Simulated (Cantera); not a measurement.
A diamond (100) surface in a fixed gas of H2 with x(CH4) = 0.012, x(H) = 0.00044, x(CH3) = 0.00083, 69.8 Torr; coverages are run to steady state.

Cantera simulation using the Harris–Goodwin 1993 mechanism for the reconstructed diamond (100) surface; the numbers are that mechanism's predictions, not measurements.

One state of this run: growth (µm/h) = 14.2; θ c6HH = 0.401; θ c6H* = 0.0174; θ c6*H = 0.293; θ c6** = 0.00616; θ c6HM = 0.190. θ: site fractions in the mechanism's names (c6HH fully hydrogenated, c6H* and c6*H radical sites, c6** diradical, c6HM methylated).

Q: Which value of T (K) does it belong to?
A. 1300
B. 1075
C. 925
D. 1150

A: B, 1075
